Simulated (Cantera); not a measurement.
Mixture: H₂ : O₂ : N₂ = 1 : 0.238 : 0.895 (molar parts), at 0.888 atm, adiabatic and at constant pressure. Ignition delay is the time to a rise of 400 K.

Cantera simulation using GRI-Mech 3.0 (53 species, 325 reactions); the numbers are that mechanism's predictions, not measurements. Below about 950 K walls govern HO2 and H2O2 in real vessels.

What does this change do: 0.021 parts NO added?


```tsv
quantity	before	after
delay at 850 K	1.40 s	1.05 ms
delay at 950 K	5.05 ms	0.329 ms
delay at 1050 K	0.181 ms	0.141 ms
delay at 1150 K	79.5 µs	74.0 µs
apparent activation energy between 1100 and 1200 K	71 kJ/mol	62 kJ/mol
```
The mechanism lacks 2 NO + O2 → 2 NO2 and HONO, so NO2 and the effect of NO are under-described below about 1400 K.

What does this change do: H2 1 to 1.9 parts?


```json
[
 {"quantity": "delay at 850 K", "before": "1.40 s", "after": "1.16 s"},
 {"quantity": "delay at 950 K", "before": "5.05 ms", "after": "6.18 ms"},
 {"quantity": "delay at 1050 K", "before": "0.181 ms", "after": "0.246 ms"},
 {"quantity": "delay at 1150 K", "before": "79.5 µs", "after": "0.108 ms"},
 {"quantity": "apparent activation energy between 1100 and 1200 K", "before": "71 kJ/mol", "after": "69 kJ/mol"}
]
```

What does this change do: constant volume in place of constant pressure?


```tsv
quantity	before	after
delay at 850 K	1.40 s	1.27 s
delay at 950 K	5.05 ms	5.02 ms
delay at 1050 K	0.181 ms	0.175 ms
delay at 1150 K	79.5 µs	75.9 µs
apparent activation energy between 1100 and 1200 K	71 kJ/mol	73 kJ/mol
```
